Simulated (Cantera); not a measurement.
Input: 1 mol Cu2O, 4.2 mol C, 0.49 mol N2, equilibrated at 1000 °C and 0.410 bar.

Equilibrium computed with Cantera from the NASA thermochemical tables; the gas is ideal and each condensed phase is pure. Candidate condensed phases: C, Cu, CuO, Cu2O; 27 gas species. Rates play no part.

Base state: CO 0.669, N2 0.329, CO2 0.00132 (mole fractions); condensed: C(graphite) + Cu(s).

Question: What changes in the equilibrium state with this change: Cu2O replaced by Fe3O4?

Answer: 
| species | before | after |
|---|---|---|
| CO | 0.669 | 0.888 |
| N2 | 0.329 | 0.109 |
| CO2 | 0.00132 | 0.00232 |
| C(graphite), mol | 3.20 | 0.210 |
| Cu(s), mol | 2.00 | 0 |
| Fe(γ), mol | 0 | 3.00 |
Condensed phases not in the tables: cementite and carbon dissolved in iron. Further candidate phases: Fe, Fe(CO)5, FeO, Fe2O3, Fe3O4.

Question: What changes in the equilibrium state with this change: temperature from 1000 °C to 1127 °C?

Answer: 
```json
[
 {"species": "CO", "before": "0.669", "after": "0.671"},
 {"species": "N2", "before": "0.329", "after": "0.329"},
 {"species": "CO2", "before": "0.00132", "after": "0.000316"},
 {"species": "C(graphite), mol", "before": "3.20", "after": "3.20"},
 {"species": "Cu(s), mol", "before": "2.00", "after": "0"},
 {"species": "Cu(l), mol", "before": "0", "after": "2.00"}
]
```

Question: What changes in the equilibrium state with this change: temperature from 1000 °C to 1050 °C?

Answer: 
| species | before | after |
|---|---|---|
| CO | 0.669 | 0.670 |
| N2 | 0.329 | 0.329 |
| CO2 | 0.00132 | 0.000726 |
| C(graphite), mol | 3.20 | 3.20 |
| Cu(s), mol | 2.00 | 2.00 |
